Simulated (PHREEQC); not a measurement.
PHREEQC input (Pitzer model, pitzer.dat):

```
SOLUTION 1
  temp 30
  units mol/kgw
  pH 7 charge
  S(6) 0.62
  Na 1.2858
  C(4) 0.0089
  Cl 0.004
  B 0.048
END
USE solution 1
INCREMENTAL_REACTIONS false
REACTION 1
  H2O -1
  0 9.886 18.011 24.689 30.178 34.689 38.397 41.444
  43.949 46.007 47.699 49.089 50.232 51.172 51.944 52.578
  53.1 53.528 53.88 54.17 54.408 54.603 54.764 54.896
  55.005 55.094 55.168 55.228 moles
EQUILIBRIUM_PHASES 1
  Burkeite 0 0
  Halite 0 0
  Mirabilite 0 0
  Nahcolite 0 0
  Natron 0 0
  Thenardite 0 0
  Trona 0 0
  Borax 0 0
  Boric_acid,s 0 0
  NaBO2:4H2O 0 0
  NaB5O8:5H2O 0 0
  Teepleite 0 0
SELECTED_OUTPUT 1
  -reset false
  -pH true
  -pe true
  -ionic_strength true
  -water true
  -activities H2O
  -totals B C Cl Na S
  -molalities H+ Na+ Cl- CO3-2 SO4-2 B(OH)3 OH- HCO3- CO2 HSO4-
    B(OH)4- B3O3(OH)4- B4O5(OH)4-2
  -equilibrium_phases Burkeite Halite Mirabilite Nahcolite Natron Thenardite Trona Borax Boric_acid,s NaBO2:4H2O
    NaB5O8:5H2O Teepleite
PRINT
  -reset false
END
```

Selected output (columns that matter, 14 of 28 rows; water left (kg) added in front):

```
water left (kg)	pH	mu	B	C	Cl	Na	S	m_H+	m_Na+	la_H2O	Burkeite	Mirabilite	Thenardite	Borax
1	9.1554	1.9086	0.048	0.0089	0.004	1.2858	0.62	1.6385e-09	1.2858	-0.010463	0	0	0	0
0.67557	9.1304	2.826	0.071051	0.013174	0.0059209	1.9033	0.91774	1.7704e-09	1.9033	-0.014951	0	0	0	0
0.456466	9.1113	4.1847	0.10516	0.019498	0.008763	2.8169	1.3583	1.745e-09	2.8169	-0.021604	0	0	0	0
0.308535	9.0991	6.1962	0.15557	0.028846	0.012965	4.1674	2.0095	1.451e-09	4.1674	-0.03202	0	0	0	0
0.195659	9.1272	8.6726	0.24533	0.045487	0.020444	5.8315	2.7987	8.9677e-10	5.8315	-0.046423	0	0.072407	0	0
0.0581759	9.5016	9.0855	0.36391	0.15298	0.068757	6.1562	2.7998	3.4832e-10	6.1562	-0.050258	0	0.45712	0	0.0067073
0.0122391	10.041	11.11	0.52712	0.72718	0.32682	7.6517	2.8035	6.7917e-11	7.6517	-0.070856	0	0.45696	0.12873	0.010387
0.0122391	10.041	11.11	0.52712	0.72718	0.32682	7.6517	2.8035	6.7917e-11	7.6517	-0.070856	0	0.22236	0.36333	0.010387
0.0122391	10.041	11.11	0.52712	0.72718	0.32682	7.6517	2.8035	6.7917e-11	7.6517	-0.070856	0	0.12736	0.45833	0.010387
0.0122391	10.041	11.11	0.52712	0.72718	0.32682	7.6517	2.8035	6.7917e-11	7.6517	-0.070856	0	0.063161	0.52253	0.010387
0.0122391	10.041	11.11	0.52712	0.72718	0.32682	7.6517	2.8035	6.7917e-11	7.6517	-0.070856	0	0.019861	0.56583	0.010387
0.0105239	10.092	11.165	0.54699	0.8457	0.38009	7.7135	2.6843	6.0683e-11	7.7135	-0.072698	0	0	0.59175	0.010561
0.00692627	10.232	11.422	0.61152	1.285	0.57751	7.9709	2.2588	4.4182e-11	7.9709	-0.080102	0	0	0.60435	0.010941
0.00448844	10.332	11.722	0.66624	1.7593	0.89118	8.2909	1.774	3.3946e-11	8.2909	-0.09074	0.0010033	0	0.61003	0.011252
```
